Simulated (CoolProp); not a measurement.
A Linde-Hampson liquefier for methane: isothermal reversible compression at 280 K from 1 atm to 40 MPa, throttling to 1 atm, return gas leaving the recuperator 2 K below the feed. Each further row changes one setting.

Model: reference Helmholtz-energy equation of state, Setzmann 1991, in CoolProp.

```
case                        liquid yield per pass  compression work (kJ/kg of gas)
--------------------------  ---------------------  -------------------------------
as stated                                   0.284                              803
as stated                                   0.284                              803
high pressure 80 MPa                        0.251                              934
warm-end temperature 310 K                  0.227                              914
warm-end gap 7 K                            0.275                              803
high pressure 80 MPa                        0.251                              934
warm-end temperature 310 K                  0.227                              914
warm-end gap 7 K                            0.275                              803
```
